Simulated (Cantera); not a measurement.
Input: 1 mol AlCl₃, 10 mol O₂, 98 mol H₂, equilibrated at 525 °C and 0.390 bar.

Cantera equilibrium calculation (NASA polynomials, part measured and part estimated; ideal gas, pure solids and liquids). Candidate condensed phases: Al, AlCl₃, Al₂O₃, H₂O; 29 gas species. Condensed phases not in the tables: AlOCl. Kinetics and transport are ignored.

Base state: H₂ 0.784, H₂O 0.186, HCl 0.0302 (mole fractions); condensed: Al₂O₃(s).

Question: What changes in the equilibrium state with this change: temperature from 525 °C to 1902 °C?

Answer: 
```json
[
 {"species": "H₂", "before": "0.784", "after": "0.778"},
 {"species": "H₂O", "before": "0.186", "after": "0.185"},
 {"species": "HCl", "before": "0.0302", "after": "0.0298"},
 {"species": "H", "before": "<1e-9", "after": "0.00689"},
 {"species": "OH", "before": "<1e-9", "after": "0.000220"},
 {"species": "Cl", "before": "<1e-9", "after": "0.000193"},
 {"species": "Al₂O₃(s), mol", "before": "0.500", "after": "0.499"}
]
```
Gases not in the tables: Al(OH)₃.

Question: What changes in the equilibrium state with this change: O₂ from 10 to 1.3 mol?

Answer: 
```
species        before   after
-------------  ------  ------
H₂              0.784   0.959
HCl            0.0302  0.0302
H₂O             0.186  0.0111
Al₂O₃(s), mol   0.500   0.500
```

Question: What changes in the equilibrium state with this change: temperature from 525 °C to 2000 °C?

Answer: 
```csv
species,before,after
H₂,0.784,0.773
H₂O,0.186,0.184
HCl,0.0302,0.0296
H,<1e-9,0.0118
AlCl,<1e-9,1.84e-5
OH,<1e-9,0.000438
Cl,<1e-9,0.000327
"Al₂O₃(s), mol",0.500,0.498
```
Gases not in the tables: Al(OH)₃.
